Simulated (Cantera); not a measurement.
What does this Cantera script print?

```python
import numpy as np
import cantera as ct

gas = ct.Solution("gri30.yaml")
gas.TPX = 1500, 71000, {'CO': 0.0066, 'O2': 0.029, 'H2O': 0.002, 'N2': 1}
reactor = ct.IdealGasConstPressureReactor(gas, energy="off", clone=False)
net = ct.ReactorNet([reactor])
net.rtol, net.atol = 1e-08, 1e-18
show = ['CO', 'O2', 'H2O', 'CO2', 'NO', 'OH', 'H']
times = np.geomspace(1e-05, 50, 10)

steps = ct.SolutionArray(gas, extra=["t"])
rows = []
print(f"{'t/s':>10s}{'T/K':>9s}{'P/Pa':>11s}" + "".join(f"{s:>11s}" for s in show))
for t in times:
    while net.time < t:
        t_next = net.step()
        steps.append(gas.state, t=t_next)
    rows.append([np.interp(t, steps.t, y) for y in (steps.T, steps.P, *steps(*show).X.T)])
    print(f"{t:10.3e}{rows[-1][0]:9.1f}{rows[-1][1]:11.4g}" + "".join(f"{x:11.3e}" for x in rows[-1][2:]))
rate = np.gradient(steps.T, steps.t)
print("integrator steps:", len(steps.t))
if steps.T.max() > steps.T[0] + 200:
    print(f"time of steepest temperature rise: {steps.t[rate.argmax()]:.4e} s")
gas.TPX = 1500, 71000, {'CO': 0.0066, 'O2': 0.029, 'H2O': 0.002, 'N2': 1}
gas.equilibrate("TP")
print(f"equilibrium (TP): T = {gas.T:.1f} K  " + "  ".join(f"{s} {gas[s].X[0]:.3e}" for s in show))
```

It prints:

```
       t/s      T/K       P/Pa         CO         O2        H2O        CO2         NO         OH          H
 1.000e-05   1500.0    7.1e+04  6.361e-03  2.795e-02  1.928e-03  2.754e-09  1.221e-16  9.804e-11  4.869e-12
 5.550e-05   1500.0    7.1e+04  6.361e-03  2.795e-02  1.928e-03  1.564e-08  4.660e-15  1.226e-09  1.210e-10
 3.081e-04   1500.0    7.1e+04  6.361e-03  2.795e-02  1.928e-03  1.272e-07  1.684e-13  3.013e-08  3.569e-09
 1.710e-03   1500.0    7.1e+04  6.299e-03  2.789e-02  1.916e-03  6.190e-05  1.443e-10  1.841e-05  2.643e-06
 9.491e-03   1500.0    7.1e+04  4.067e-04  2.481e-02  1.818e-03  5.971e-03  1.841e-06  1.548e-04  4.254e-05
 5.268e-02   1500.0    7.1e+04  1.133e-05  2.484e-02  1.918e-03  6.370e-03  2.396e-06  3.018e-05  2.889e-07
 2.924e-01   1500.0    7.1e+04  5.410e-07  2.484e-02  1.929e-03  6.381e-03  2.459e-06  9.291e-06  8.255e-09
 1.623e+00   1500.0    7.1e+04  2.368e-07  2.484e-02  1.930e-03  6.381e-03  2.478e-06  6.966e-06  3.501e-09
 9.008e+00   1500.0    7.1e+04  2.366e-07  2.484e-02  1.930e-03  6.381e-03  2.567e-06  6.965e-06  3.498e-09
 5.000e+01   1500.0    7.1e+04  2.366e-07  2.484e-02  1.930e-03  6.381e-03  3.062e-06  6.965e-06  3.498e-09
integrator steps: 1391
equilibrium (TP): T = 1500.0 K  CO 2.378e-07  O2 2.461e-02  H2O 1.930e-03  CO2 6.381e-03  NO 4.662e-04  OH 6.949e-06  H 3.508e-09
```

Model: GRI-Mech 3.0 (53 species, 325 reactions), integrated in Cantera.
